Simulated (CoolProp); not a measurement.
R1132(E) at several states: Z from the reference equation and from simpler models built on Tc = 75.7 °C, pc = 5174 kPa, ω = 0.245; each cubic takes its own stable root.

Model: reference Helmholtz-energy equation of state, Akasaka 2024, in CoolProp.

```json
[
 {"T (°C)": "83.85", "p (kPa)": "703", "phase": "gas", "reference": "0.9551", "Soave-Redlich-Kwong": "0.9560", "Peng-Robinson": "0.9510"},
 {"T (°C)": "1.85", "p (kPa)": "2540", "phase": "liquid", "reference": "[?]", "Soave-Redlich-Kwong": "[?]", "Peng-Robinson": "[?]"},
 {"T (°C)": "52.95", "p (kPa)": "6500", "phase": "liquid", "reference": "0.1840", "Soave-Redlich-Kwong": "[?]", "Peng-Robinson": "[?]"}
]
```

Problem. Complete the blanks.

Solution. 
- 1.85, reference: 0.07090
- 1.85, Soave-Redlich-Kwong: 0.07940
- 1.85, Peng-Robinson: 0.07006
- 52.95, Soave-Redlich-Kwong: 0.2158
- 52.95, Peng-Robinson: 0.1919
